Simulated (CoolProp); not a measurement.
A single-stage vapour-compression cycle with R1224YDZ: evaporating at 293.15 K (dew point), condensing at 337.15 K (bubble point), superheat 8 K, subcooling 5 K, compressor efficiency 0.85, no pressure losses. Each further row changes one setting.

Values from CoolProp's reference Helmholtz-energy equation of state, Akasaka 2023.

| case | cooling COP | pressure ratio | discharge temperature (K) | refrigerating effect (kJ/kg) | volumetric capacity (kJ/m³) |
|---|---|---|---|---|---|
| as stated | 4.80 | 3.98 | 341.8 | 127 | 977 |
| evaporating temperature 298.15 K | 5.64 | 3.32 | 341.8 | 131 | 1190 |
| condensing temperature 332.15 K | 5.58 | 3.47 | 337.5 | 133 | 1020 |
| subcooling 10 K | 5.03 | 3.98 | 341.8 | 133 | 1020 |
| superheat 18 K | 4.90 | 3.98 | 351.6 | 135 | 999 |
| compressor efficiency 0.75 | 4.23 | 3.98 | 345.5 | 127 | 977 |
